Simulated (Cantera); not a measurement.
A Cantera script and its output.

```python
import numpy as np
import cantera as ct

surf = ct.Interface("ptcombust.yaml", "Pt_surf")
gas = surf.adjacent["gas"]
gas.TPX = 300, 9400, {'H2': 0.029, 'O2': 0.057, 'N2': 0.79}
jet = ct.ImpingingJet(gas=gas, width=0.025, surface=surf)
jet.inlet.mdot, jet.inlet.T, jet.inlet.X = 0.043, 300, {'H2': 0.029, 'O2': 0.057, 'N2': 0.79}
jet.set_refine_criteria(ratio=10, slope=0.2, curve=0.3)
show, cover = ['H2', 'O2', 'H2O', 'OH'], ["PT(S)", "H(S)", "O(S)", "OH(S)", "CO(S)", "C(S)"]

rows = []
print(f"{'Ts/K':>7s}" + "".join(f"{s:>11s}" for s in show + cover) + "   (gas at the wall, coverages)")
for i, Ts in enumerate([500, 550, 600, 650, 700, 750, 800]):
    jet.surface.T = Ts
    if i == 0:
        surf.TP = Ts, 9400
        surf.coverages = "PT(S):0.5, O(S):0.5"
        surf.advance_coverages(1.0)
        jet.set_initial_guess(products="inlet")
    jet.solve(loglevel=0, auto=(i == 0))
    rows.append([*(jet.X[gas.species_index(s), -1] for s in show), *surf[cover].coverages])
    print(f"{Ts:7g}" + "".join(f"{x:11.3e}" for x in rows[-1]))
```

Result:

```
   Ts/K         H2         O2        H2O         OH      PT(S)       H(S)       O(S)      OH(S)      CO(S)       C(S)   (gas at the wall, coverages)
    500  2.054e-03  3.199e-02  6.058e-02  1.258e-15  9.410e-02  2.050e-09  8.779e-01  2.791e-02  2.174e-17  1.048e-23
    550  2.051e-03  3.208e-02  6.009e-02  4.818e-14  9.949e-02  2.497e-09  8.845e-01  1.597e-02  1.988e-16 -1.077e-25
    600  2.051e-03  3.217e-02  5.965e-02  9.957e-13  1.046e-01  3.874e-09  8.854e-01  9.944e-03  4.793e-14 -2.675e-26
    650  2.048e-03  3.225e-02  5.927e-02  1.280e-11  1.097e-01  6.605e-09  8.836e-01  6.618e-03  9.936e-18  1.008e-23
    700  2.020e-03  3.230e-02  5.898e-02  1.132e-10  1.163e-01  1.150e-08  8.790e-01  4.690e-03 -1.701e-18  4.998e-24
    750  1.886e-03  3.223e-02  5.891e-02  7.266e-10  1.304e-01  2.124e-08  8.660e-01  3.576e-03  7.941e-16  8.386e-28
    800  1.594e-03  3.198e-02  5.918e-02  3.472e-09  1.618e-01  4.427e-08  8.352e-01  2.948e-03  7.637e-20  1.037e-23
```

Model: Deutschmann's 1995 Pt surface mechanism with GRI-Mech 3.0 gas chemistry, integrated in Cantera. Catalytic surfaces can have several steady states; this one follows from the mechanism file's or the stated starting coverage.
